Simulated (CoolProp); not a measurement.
m-xylene at 298.15 K and 9.65 MPa flows at 2.5 m/s in a round tube of 12.7 mm bore and 45 µm roughness, fully developed (64/Re and Nu = 3.66 if laminar; Colebrook and Gnielinski if turbulent). Each further row changes one setting.

Computed with CoolProp (reference Helmholtz-energy equation of state, Zhou 2012).

```tsv
case	Reynolds number	Darcy friction factor	pressure drop (Pa/m)	heat-transfer coefficient (W/(m² K))	mass flow (kg/h)
as stated	43900	0.0299	6380	4040	988
velocity 5 m/s	87700	0.0288	24500	7970	1980
diameter 25.4 mm	87700	0.0247	2640	3610	3950
```

Viscosity comes from a separate model (Cao 2016). Thermal conductivity comes from a separate model (Mylona 2014).
